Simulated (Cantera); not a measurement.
An adiabatic, constant-pressure homogeneous reactor starts with CH₃OH : O₂ : N₂ = 1 : 0.75 : 8.25 (molar parts), equivalence ratio 2.0, at 1525 K and 8.40 bar. Integrator tolerance rtol = 1e-08.

Detailed kinetics in Cantera: GRI-Mech 3.0 (53 species, 325 reactions). GRI-Mech 3.0 was tuned for natural gas; its chemistry of methanol as a main component is partial and can be far from experiment.

### Question
What does this change do: pressure from 8.40 bar to 0.370 bar?

### Answer
```csv
quantity,before,after
time of steepest temperature rise,35.3 µs,0.519 ms
temperature at 1.00 s,2178 K,2166 K
equilibrium temperature,2178 K,2166 K
x(CH₃OH) at 1.00 s,<1e-12 (gas-phase equilibrium <1e-12),<1e-12 (gas-phase equilibrium <1e-12)
x(O₂) at 1.00 s,3.39e-7 (gas-phase equilibrium 3.39e-7),6.60e-6 (gas-phase equilibrium 6.60e-6)
x(HCO) at 1.00 s,6.12e-8 (gas-phase equilibrium 6.12e-8),1.22e-8 (gas-phase equilibrium 1.22e-8)
x(NO) at 1.00 s,1.48e-5 (gas-phase equilibrium 1.48e-5),6.11e-5 (gas-phase equilibrium 6.33e-5)
x(HCN) at 1.00 s,1.58e-7 (gas-phase equilibrium 1.58e-7),6.67e-9 (gas-phase equilibrium 6.91e-9)
x(H₂O) at 1.00 s,0.111 (gas-phase equilibrium 0.111),0.111 (gas-phase equilibrium 0.111)
```

### Question
What does this change do: pressure from 8.40 bar to 1.60 bar?

### Answer
| quantity | before | after |
|---|---|---|
| time of steepest temperature rise | 35.3 µs | 0.133 ms |
| temperature at 1.00 s | 2178 K | 2174 K |
| equilibrium temperature | 2178 K | 2174 K |
| x(CH₃OH) at 1.00 s | <1e-12 (gas-phase equilibrium <1e-12) | <1e-12 (gas-phase equilibrium <1e-12) |
| x(O₂) at 1.00 s | 3.39e-7 (gas-phase equilibrium 3.39e-7) | 1.68e-6 (gas-phase equilibrium 1.68e-6) |
| x(HCO) at 1.00 s | 6.12e-8 (gas-phase equilibrium 6.12e-8) | 2.62e-8 (gas-phase equilibrium 2.62e-8) |
| x(NO) at 1.00 s | 1.48e-5 (gas-phase equilibrium 1.48e-5) | 3.26e-5 (gas-phase equilibrium 3.26e-5) |
| x(HCN) at 1.00 s | 1.58e-7 (gas-phase equilibrium 1.58e-7) | 3.00e-8 (gas-phase equilibrium 3.00e-8) |
| x(H₂O) at 1.00 s | 0.111 (gas-phase equilibrium 0.111) | 0.111 (gas-phase equilibrium 0.111) |
